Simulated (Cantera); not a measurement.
What does this Cantera script print?

```python
import numpy as np
import cantera as ct

surf = ct.Interface("ptcombust.yaml", "Pt_surf")
gas = surf.adjacent["gas"]
gas.TPX = 300, 3500, {'CH4': 0.016, 'O2': 0.066, 'N2': 0.79}
jet = ct.ImpingingJet(gas=gas, width=0.042, surface=surf)
jet.inlet.mdot, jet.inlet.T, jet.inlet.X = 0.071, 300, {'CH4': 0.016, 'O2': 0.066, 'N2': 0.79}
jet.set_refine_criteria(ratio=10, slope=0.2, curve=0.3)
show, cover = ['CH4', 'O2', 'H2O', 'OH', 'CO', 'CO2'], ["PT(S)", "H(S)", "O(S)", "OH(S)", "CO(S)", "C(S)"]

rows = []
print(f"{'Ts/K':>7s}" + "".join(f"{s:>11s}" for s in show + cover) + "   (gas at the wall, coverages)")
for i, Ts in enumerate([950, 1000, 1050, 1100, 1150, 1200, 1250]):
    jet.surface.T = Ts
    if i == 0:
        surf.TP = Ts, 3500
        surf.coverages = "PT(S):0.5, O(S):0.5"
        surf.advance_coverages(1.0)
        jet.set_initial_guess(products="inlet")
    jet.solve(loglevel=0, auto=(i == 0))
    rows.append([*(jet.X[gas.species_index(s), -1] for s in show), *surf[cover].coverages])
    print(f"{Ts:7g}" + "".join(f"{x:11.3e}" for x in rows[-1]))
```

Output:

```
   Ts/K        CH4         O2        H2O         OH         CO        CO2      PT(S)       H(S)       O(S)      OH(S)      CO(S)       C(S)   (gas at the wall, coverages)
    950  1.142e-02  6.098e-02  1.289e-02  8.372e-08  7.423e-06  8.464e-03  3.573e-01  1.237e-07  6.421e-01  5.564e-04  4.545e-06  2.176e-08
   1000  9.515e-03  5.695e-02  1.639e-02  2.323e-07  8.535e-06  1.078e-02  4.356e-01  2.597e-07  5.638e-01  5.399e-04  3.412e-06  2.134e-08
   1050  7.967e-03  5.368e-02  1.921e-02  5.689e-07  9.755e-06  1.265e-02  5.112e-01  4.860e-07  4.883e-01  4.985e-04  2.550e-06  2.030e-08
   1100  6.763e-03  5.115e-02  2.139e-02  1.251e-06  1.123e-05  1.410e-02  5.828e-01  8.377e-07  4.168e-01  4.454e-04  1.938e-06  1.922e-08
   1150  5.857e-03  4.926e-02  2.301e-02  2.519e-06  1.315e-05  1.517e-02  6.483e-01  1.351e-06  3.513e-01  3.890e-04  1.511e-06  1.832e-08
   1200  5.174e-03  4.786e-02  2.421e-02  4.701e-06  1.570e-05  1.597e-02  7.078e-01  2.077e-06  2.919e-01  3.342e-04  1.217e-06  1.774e-08
   1250  4.664e-03  4.683e-02  2.507e-02  8.221e-06  1.914e-05  1.654e-02  7.602e-01  3.069e-06  2.395e-01  2.835e-04  1.014e-06  1.750e-08
```

Computed with Cantera and Deutschmann's 1995 Pt surface mechanism with GRI-Mech 3.0 gas chemistry. Catalytic surfaces can have several steady states; this one follows from the mechanism file's or the stated starting coverage.
